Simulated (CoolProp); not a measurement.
Saturated liquid density (kg/m³) of chloromethane (R40): the reference equation beside estimates from Tc = 418.6 K, pc = 6929 kPa, ω = 0.150. Rackett uses Z = 0.29056 − 0.08775 ω.

The numbers come from the reference Helmholtz-energy equation of state, Thol 2014 in CoolProp.

| T (K) | reference | Rackett | van der Waals | Redlich-Kwong | Soave-Redlich-Kwong | Peng-Robinson |
|---|---|---|---|---|---|---|
| 333.6 | 833.9 | 817.1 | 519.9 | 735.4 | 754.8 | 856.4 |
| 336.1 | 827.9 | 811.5 | 516.2 | 728.7 | 748.2 | 848.8 |
| 338.5 | 822.0 | 806.0 | 512.6 | 722.2 | 741.6 | 841.5 |
| 341 | 815.7 | 800.2 | 508.7 | 715.2 | 734.7 | 833.6 |
| 343.5 | 809.4 | 794.3 | 504.8 | 708.1 | 727.7 | 825.6 |
| 346 | 803.0 | 788.4 | 500.8 | 700.9 | 720.5 | 817.4 |
| 348.5 | 796.4 | 782.3 | 496.7 | 693.6 | 713.1 | 809.0 |
| 350.9 | 790.0 | 776.3 | 492.8 | 686.5 | 705.9 | 800.8 |
| 353.4 | 783.2 | 770.0 | 488.5 | 678.9 | 698.3 | 792.0 |
| 355.9 | 776.2 | 763.6 | 484.2 | 671.1 | 690.4 | 783.1 |
| 358.4 | 769.1 | 757.1 | 479.8 | 663.2 | 682.4 | 773.9 |
| 360.9 | 761.9 | 750.4 | 475.3 | 655.1 | 674.2 | 764.4 |
| 363.3 | 754.8 | 743.8 | 470.9 | 647.2 | 666.2 | 755.2 |
| 365.8 | 747.2 | 736.8 | 466.2 | 638.8 | 657.6 | 745.2 |
| 368.3 | 739.4 | 729.7 | 461.4 | 630.1 | 648.7 | 735.0 |

Absolute difference from the reference over all 15 rows, mean and median: Rackett 1.7 and 1.7 %, van der Waals 37.6 and 37.6 %, Redlich-Kwong 13.2 and 13.1 %, Soave-Redlich-Kwong 10.7 and 10.6 %, Peng-Robinson 1.4 and 1.4 %.
